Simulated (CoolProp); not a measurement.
Vapour-liquid equilibrium of p-xylene (1) + n-nonane (2) at 0.218 MPa; x and y are mole fractions of (1).

Values from CoolProp's multi-fluid Helmholtz-energy mixture model, Zhou 2012 and Lemmon 2006; pair parameters Bell 2016.

Q: Give the bubble temperature and the first vapour's composition at x = 0.2, 0.5, 0.95. Is there an azeotrope?

A: x = 0.2: 179.1 °C, y = 0.247; x = 0.5: 175.2 °C, y = 0.562; x = 0.95: 170.1 °C, y = 0.961. No azeotrope shows between x = 0.05 and 0.95.

Pair parameters are fitted to limited data, so mixtures are less certain than the pure fluids.
